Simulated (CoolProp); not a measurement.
A Linde-Hampson liquefier for ethane: isothermal reversible compression at 320 K from 1 atm to 25 MPa, throttling to 1 atm, return gas leaving the recuperator 2 K below the feed. Each further row changes one setting.

Values from CoolProp's reference Helmholtz-energy equation of state, Bücker 2006.

```csv
case,liquid yield per pass,compression work (kJ/kg of gas)
as stated,0.465,378
high pressure 50 MPa,0.448,436
warm-end temperature 350 K,0.386,443
warm-end gap 7 K,0.458,378
```
